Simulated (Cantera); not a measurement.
A closed system holds: 1 mol Cu, 6.5 mol CO, 33 mol H2, at 19.0 mbar.

These are equilibrium values from Cantera (NASA tables, ideal gas, pure condensed phases), not measurements of a reactor. Candidate condensed phases: C, C6H6, C7H8, C8H18, Cu, CuO, Cu(OH)2, Cu2O, H2O; 113 gas species. Equilibrium is a limit: real reactors are often held back by kinetics, nucleation or transport.

Problem. Which condensed phases are stable at each of these points (T (°C)): 527, 727, 927, 1127, 1327, 1527, 1727?

Solution. 
```
T (°C)     condensed phases  Cu condensed (%)
------  -------------------  ----------------
527     C(graphite) + Cu(s)             100.0
727     C(graphite) + Cu(s)             100.0
927                   Cu(s)             100.0
1127                  Cu(l)              99.7
1327                  Cu(l)              91.7
1527               gas only               0.0
1727               gas only               0.0
```

From 527 °C to 727 °C the condensed part is C(graphite) + Cu(s). At 927 °C the condensed part is Cu(s). From 1127 °C to 1327 °C the condensed part is Cu(l). From 1527 °C to 1727 °C nothing is condensed.
